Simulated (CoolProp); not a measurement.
The numbers come from the reference Helmholtz-energy equation of state, Lemmon 2006 in CoolProp. It is a short technical equation, of lower accuracy than the large ones.

Task: For nitrous oxide, give the phase and the cv (kJ/(kg K)), Joule-Thomson coefficient (K/MPa) at 91.95 °C and 101 kPa.

Result: 
- 91.95 °C and 101 kPa: gas; cv 0.752, Joule-Thomson coefficient 6.88
